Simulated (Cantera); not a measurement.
Feed: 1 mol Fe3O4, 1.2 mol C, 0.016 mol CO, 1.3 mol CH4, equilibrated at 777 °C and 248 Torr.

These are equilibrium values from Cantera (NASA tables, ideal gas, pure condensed phases), not measurements of a reactor. Candidate condensed phases: C, C6H6, C7H8, C8H18, Fe, Fe(CO)5, FeO, Fe(OH)2, Fe(OH)3, Fe2O3, Fe3O4, H2O; 114 gas species. Mutual solubility and eutectic melting of coexisting phases are not modelled. The tables' stoichiometric FeO is somewhat more stable than real wüstite, so its field is too wide. FeO: taken at fixed stoichiometry. The numbers say what is thermodynamically allowed, not how fast it happens.

Base state: H2 0.423, CO 0.398, CO2 0.0942, H2O 0.0851, CH4 0.000399 (mole fractions); condensed: Fe(α) + FeO(s).

Question: What changes in the equilibrium state with this change: temperature from 777 °C to 1875 °C?

Answer: 
| species | before | after |
|---|---|---|
| CO | 0.398 | 0.446 |
| H2 | 0.423 | 0.340 |
| H2O | 0.0851 | 0.162 |
| CO2 | 0.0942 | 0.0418 |
| Fe | <1e-9 | 0.00516 |
| H | 9.18e-9 | 0.00423 |
| CH4 | 0.000399 | <1e-9 |
| OH | <1e-9 | 0.000261 |
| FeO | <1e-9 | 6.85e-5 |
| Fe(α), mol | 2.41 | 0 |
| FeO(s), mol | 0.585 | 0 |
| Fe(l), mol | 0 | 2.53 |
| FeO(l), mol | 0 | 0.445 |
Each liquid is taken as pure.

Question: What changes in the equilibrium state with this change: Fe3O4 replaced by CuO?

Answer: 
```tsv
species	before	after
H2	0.423	0.707
CO	0.398	0.267
H2O	0.0851	0.0113
CO2	0.0942	0.00502
CH4	0.000399	0.00945
Fe(α), mol	2.41	0
FeO(s), mol	0.585	0
C(graphite), mol	0	1.52
Cu(s), mol	0	1.00
```
Further candidate phases: Cu, CuO, Cu(OH)2, Cu2O.
